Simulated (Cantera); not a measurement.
Source: NASA polynomial tables (part measured, part estimated), evaluated in Cantera. Values are per mole of reaction as written; species without (g) are pure solids or liquids, kept so even where they would boil at 1 bar.

Question: Between 300 and 1548 K, where is each reaction favourable under standard conditions?
- 2 HCl(g) + 2 O(g) + Sr(OH)2 = SrCl2 + 4 OH(g)

Answer: 
- 2 HCl(g) + 2 O(g) + Sr(OH)2 = SrCl2 + 4 OH(g): ΔG° is -33 kJ at 300 K and -81 kJ at 1548 K; it stays negative (K > 1). ΔH° is -44 kJ and ΔS° 24 J/K at 1548 K.
